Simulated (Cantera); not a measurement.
# Stirred combustor or abatement burner

A perfectly stirred reactor is fed with 13.6 % CH4, 18.1 % O2, 68.3 % N2, equivalence ratio 1.5, at 100000 Pa; it is adiabatic with a 775 K inlet, and is followed from long to short residence time, starting on the burning branch (τ in s: 0.38, 0.11, 0.03, 0.0084, 0.0024, 0.00067, 0.00019, 5.3e-05, 1.5e-05).

Cantera simulation using GRI-Mech 3.0 (53 species, 325 reactions); the numbers are that mechanism's predictions, not measurements.

```csv
τ (s),T (K),x CH4,x O2,x CO2,x HCN,x NO2,x CH3,x C2H6
0.38,2239,1.28e-5,2.46e-5,0.0359,2.51e-6,1.61e-9,6.32e-6,3.71e-11
0.11,2234,3.09e-5,5.09e-5,0.0359,8.32e-6,2.31e-9,1.72e-5,2.65e-10
0.030,2227,6.72e-5,0.000123,0.0359,2.48e-5,3.02e-9,4.42e-5,1.64e-9
0.0084,2217,0.000141,0.000310,0.0359,6.46e-5,3.52e-9,0.000107,9.00e-9
0.0024,2205,0.000329,0.000828,0.0355,0.000157,3.75e-9,0.000271,5.57e-8
0.00067,2183,0.000907,0.00250,0.0343,0.000295,3.59e-9,0.000740,4.45e-7
0.00019,2117,0.00291,0.00867,0.0298,0.000225,3.00e-9,0.00201,4.92e-6
5.3e-5,775,0.136,0.181,<1e-12,<1e-12,<1e-12,<1e-12,<1e-12
1.5e-5,775,0.136,0.181,<1e-12,<1e-12,<1e-12,<1e-12,<1e-12
```
x: mole fraction; the columns are a selection and need not sum to one.
